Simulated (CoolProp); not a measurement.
Model: reference Helmholtz-energy equation of state, Younglove 1994, in CoolProp. It is a modified Benedict-Webb-Rubin equation, recast in Helmholtz form.

### Question
For R123, give the phase and the cp (kJ/(kg K)), Joule-Thomson coefficient (K/MPa), viscosity (µPa s) at 289.5 K and 14400 kPa; 337.6 K and 14400 kPa.

### Answer
- 289.5 K and 14400 kPa: liquid; cp 0.989, Joule-Thomson coefficient -0.386, viscosity 549
- 337.6 K and 14400 kPa: liquid; cp 1.03, Joule-Thomson coefficient -0.304, viscosity 336

Viscosity comes from a separate model (Tanaka 1996).
